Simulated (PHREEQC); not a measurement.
0.031 g of hydrous ferric oxide (600 m²/g; 0.2 weak and 0.005 strong sites per Fe, Dzombak-Morel constants, diffuse double layer) in 1 kg of water with 0.005 mol/kgw of an inert sodium salt and 5.1e-06 mol ZnSO4, 2.2e-05 mol MnCl2 and 0.00011 mol Ag2SO4, at 25 °C; the pH is set by adding NaOH or the inert anion's acid. No oxygen is let in. CO2 from the air is kept out. Precipitation was switched off in this run.

Base run: PHREEQC, ion-association model, wateq4f.dat. Each further column changes one thing. The table gives S sorbed (%).

```tsv
pH	base	no electrostatic term (-no_edl)	background salt from 0.005 to 0.0005 mol/kgw	oxide from 0.031 to 0.15 g/kgw	1.6e-05 mol/kgw PbCl2 added
3	27.6	0.0	29.1	99.3	27.6
3.5	27.5	0.0	29.2	99.0	27.5
4	26.8	0.0	28.4	97.7	26.8
5	21.1	0.0	___	___	21.2
5.5	16.0	0.0	17.4	65.3	16.4
6	10.5	0.0	11.7	44.7	11.8
6.5	5.6	0.0	6.5	24.6	8.1
7	2.1	0.0	2.6	9.2	___
8	0.1	0.0	0.2	___	0.5
8.5	0.0	0.0	0.0	0.0	0.1
9	0.0	0.0	0.0	0.0	0.0
```

Question: Fill in the missing entries.

Answer: 
- 5, background salt from 0.005 to 0.0005 mol/kgw: 22.6
- 5, oxide from 0.031 to 0.15 g/kgw: 82.5
- 7, 1.6e-05 mol/kgw PbCl2 added: 4.6
- 8, oxide from 0.031 to 0.15 g/kgw: 0.3

In at least one series the solution becomes supersaturated in solids that the run did not let form, among them Cerargyrite. The oxide is taken as insoluble; below pH 4 it would dissolve.
